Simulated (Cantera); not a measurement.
# Gas activation for diamond growth

An isothermal, constant-pressure homogeneous reactor starts with CH4 : H2 = 0.049 : 1 (molar parts), at 2050 K and 5200 Pa.

Model: GRI-Mech 3.0 (53 species, 325 reactions), integrated in Cantera. GRI-Mech 3.0 stops at C3 and has no aromatics, soot or wall deposition, so with more carbon than oxygen in the feed, carbon stays in small species such as C2H2 where larger ones or solid carbon would form.

| t (s) | x CH4 | x H2 | x H | x C2H | x CH3 | x CH2 | x C2H6 |
|---|---|---|---|---|---|---|---|
| 3.00e-5 | 0.0466 | 0.953 | 0.000111 | <1e-12 | 0.000106 | 1.14e-8 | 6.09e-9 |
| 8.66e-5 | 0.0464 | 0.953 | 0.000320 | <1e-12 | 0.000305 | 1.15e-7 | 9.17e-8 |
| 0.000250 | 0.0458 | 0.952 | 0.000922 | 5.27e-11 | 0.000864 | 9.68e-7 | 8.44e-7 |
| 0.000721 | 0.0436 | 0.951 | 0.00259 | 1.11e-8 | 0.00230 | 6.42e-6 | 4.63e-6 |
| 0.00208 | 0.0344 | 0.952 | 0.00534 | 4.52e-7 | 0.00374 | 1.87e-5 | 7.97e-6 |
| 0.00600 | 0.0175 | 0.961 | 0.00658 | 1.90e-6 | 0.00234 | 1.61e-5 | 2.64e-6 |
| 0.0173 | 0.00571 | 0.967 | 0.00777 | 3.37e-6 | 0.000896 | 8.49e-6 | 3.36e-7 |
| 0.0500 | 0.00146 | 0.968 | 0.00900 | 4.38e-6 | 0.000265 | 3.16e-6 | 2.57e-8 |
| 0.144 | 0.000392 | 0.968 | 0.00968 | 4.84e-6 | 7.65e-5 | 1.01e-6 | 2.02e-9 |
| 0.416 | 0.000136 | 0.968 | 0.00984 | 4.96e-6 | 2.70e-5 | 3.65e-7 | 2.68e-10 |
| 1.20 | 8.60e-5 | 0.968 | 0.00986 | 4.97e-6 | 1.71e-5 | 2.32e-7 | 1.22e-10 |
| 3.47 | 8.38e-5 | 0.968 | 0.00986 | 4.97e-6 | 1.67e-5 | 2.27e-7 | 1.18e-10 |
| 10.0 | 8.38e-5 | 0.968 | 0.00986 | 4.97e-6 | 1.67e-5 | 2.27e-7 | 1.18e-10 |
x: mole fraction; the columns are a selection and need not sum to one.

Equilibrium at this temperature and pressure: CH4 8.39e-5, H2 0.968, H 0.00986, C2H 4.97e-6, CH3 1.67e-5, CH2 2.27e-7, C2H6 1.18e-10 (gas phase only).
